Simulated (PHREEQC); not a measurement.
1 kg of water holding 0.028 mol KOH meets 20 L of dry gas (CO2 0.28, H2 0.72 by moles) at fixed total pressure, at 5 atm; fugacities by Peng-Robinson. The gases take part in no redox reaction, some water evaporates into the gas, and hydrates or a liquid gas phase aren't modelled. Precipitation was switched off in this run.

The numbers come from PHREEQC with the ion-association model, phreeqc.dat.

```
T (°C)  dissolved CO2 (all carbonate carbon) (mol/kgw)  φ of CO2  p of CO2 (atm)  dissolved H2 (mol/kgw)  φ of H2  p of H2 (atm)          pH
------  ----------------------------------------------  --------  --------------  ----------------------  -------  -------------  ----------
10                                              0.0965     0.980            1.32                 0.00321    1.003           3.67        6.01
20                                              0.0784     0.981            1.33                 0.00296    1.003           3.65        6.06
30                                              0.0667     0.983            1.33                 0.00278    1.003           3.63  (withheld)
40                                              0.0587     0.985            1.33                 0.00266    1.003           3.60  (withheld)
50                                              0.0530     0.986            1.32                 0.00258    1.003           3.56  (withheld)
60                                              0.0489     0.987            1.30                 0.00252    1.003           3.50  (withheld)
70                                              0.0458     0.988            1.27                 0.00248    1.003           3.42  (withheld)
80                                              0.0433     0.989            1.23                 0.00244    1.003           3.30  (withheld)
90                                              0.0413     0.989            1.17                 0.00238    1.004           3.13        6.64
```

### Question
Some entries are withheld; supply them.

### Answer

- 30, pH: 6.12
- 40, pH: 6.19
- 50, pH: 6.26
- 60, pH: 6.35
- 70, pH: 6.43
- 80, pH: 6.53

Constants without temperature data keep their 25 °C values here.
